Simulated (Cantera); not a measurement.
An isothermal, constant-pressure homogeneous reactor starts with 1.96 % H2, 98.0 % O2, equivalence ratio 0.010, at 1050 K and 2670 Pa.

Computed with Cantera and GRI-Mech 3.0 (53 species, 325 reactions). Radical loss at walls, strong at low pressure, is not modelled.

x: mole fraction; the columns are a selection and need not sum to one.

| t (s) | x H2 | x O2 | x H2O | x O | x OH | x H | x H2O2 |
|---|---|---|---|---|---|---|---|
| 5.00e-5 | 0.0196 | 0.980 | 4.03e-12 | 2.65e-11 | 2.40e-11 | 4.57e-11 | <1e-12 |
| 0.000195 | 0.0196 | 0.980 | 1.36e-10 | 2.66e-10 | 1.93e-10 | 1.33e-10 | <1e-12 |
| 0.000758 | 0.0196 | 0.980 | 6.15e-9 | 5.54e-9 | 3.15e-9 | [?] | <1e-12 |
| 0.00295 | 0.0196 | 0.980 | 4.24e-5 | 3.29e-5 | 1.82e-5 | [?] | 2.07e-10 |
| 0.0115 | 0.000146 | 0.972 | 0.0188 | 0.00720 | 0.000685 | [?] | 8.59e-8 |
| 0.0447 | 2.31e-5 | 0.979 | 0.0196 | 0.00138 | 0.000273 | [?] | 6.84e-8 |
| 0.174 | 2.04e-6 | 0.980 | 0.0198 | 0.000132 | 8.42e-5 | [?] | 4.19e-8 |
| 0.678 | 1.64e-7 | 0.980 | 0.0198 | 1.19e-5 | 2.56e-5 | [?] | 1.45e-8 |
| 2.64 | 1.80e-8 | 0.980 | 0.0198 | 1.46e-6 | 8.98e-6 | [?] | 3.47e-9 |
| 10.3 | 2.84e-9 | 0.980 | 0.0198 | 2.46e-7 | 3.69e-6 | 1.54e-10 | 7.81e-10 |
| 40.0 | 5.68e-10 | 0.980 | 0.0198 | 5.11e-8 | 1.68e-6 | 1.45e-11 | 1.84e-10 |

Q: Complete the blanks.

A: 
- 0.000758, x H: 1.54e-9
- 0.00295, x H: 8.72e-6
- 0.0115, x H: 0.000844
- 0.0447, x H: 6.39e-5
- 0.174, x H: 1.89e-6
- 0.678, x H: 5.15e-8
- 2.64, x H: 2.21e-9
